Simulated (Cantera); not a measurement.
# Gas-phase reforming

An isothermal, constant-pressure homogeneous reactor starts with CH4 : H2O = 1 : 0.43 (molar parts), at 1700 K and 750 Torr.

Cantera simulation using GRI-Mech 3.0 (53 species, 325 reactions); the numbers are that mechanism's predictions, not measurements. GRI-Mech 3.0 stops at C3 and has no aromatics, soot or wall deposition, so with more carbon than oxygen in the feed, carbon stays in small species such as C2H2 where larger ones or solid carbon would form.

| t (s) | x CH4 | x H2O | x CO2 | x CO | x OH | x C2H | x HCO |
|---|---|---|---|---|---|---|---|
| 3.00e-6 | 0.699 | 0.301 | <1e-12 | <1e-12 | 1.51e-7 | <1e-12 | <1e-12 |
| 8.77e-6 | 0.699 | 0.301 | <1e-12 | 3.67e-11 | 4.01e-7 | <1e-12 | <1e-12 |
| 2.56e-5 | 0.698 | 0.301 | <1e-12 | 4.95e-9 | 9.73e-7 | <1e-12 | 4.17e-11 |
| 7.50e-5 | 0.695 | 0.300 | 2.42e-11 | 3.16e-7 | 1.66e-6 | 4.35e-12 | 7.14e-10 |
| 0.000219 | 0.682 | 0.299 | 3.25e-9 | 8.26e-6 | 2.49e-6 | 2.20e-10 | 5.17e-9 |
| 0.000641 | 0.629 | 0.292 | 1.81e-7 | 9.76e-5 | 3.04e-6 | 6.46e-9 | 1.40e-8 |
| 0.00187 | 0.501 | 0.269 | 2.74e-6 | 0.000416 | 2.55e-6 | 4.34e-8 | 9.47e-9 |
| 0.00548 | 0.336 | 0.237 | 2.19e-5 | 0.00135 | 2.09e-6 | 9.57e-8 | 5.20e-9 |
| 0.0160 | 0.183 | 0.205 | 0.000151 | 0.00425 | 1.83e-6 | 1.40e-7 | 2.95e-9 |
| 0.0468 | 0.0825 | 0.176 | 0.000772 | 0.0128 | 1.65e-6 | 1.72e-7 | 2.33e-9 |
| 0.137 | 0.0433 | 0.139 | 0.00216 | 0.0353 | 1.35e-6 | 1.72e-7 | 3.90e-9 |
| 0.400 | 0.0339 | 0.0866 | 0.00295 | 0.0771 | 8.17e-7 | 1.39e-7 | 7.74e-9 |
| 1.17 | 0.0276 | 0.0331 | 0.00172 | 0.124 | 3.01e-7 | 1.05e-7 | 1.24e-8 |
| 3.42 | 0.0240 | 0.00421 | 0.000257 | 0.150 | 3.77e-8 | 8.72e-8 | 1.51e-8 |
| 10.0 | 0.0235 | 2.02e-5 | 1.26e-6 | 0.154 | 1.80e-10 | 8.46e-8 | 1.56e-8 |
x: mole fraction; the columns are a selection and need not sum to one.

Equilibrium at this temperature and pressure: CH4 0.0235, H2O 1.33e-6, CO2 8.24e-8, CO 0.154, OH 1.19e-11, C2H 8.46e-8, HCO 1.56e-8 (gas phase only).
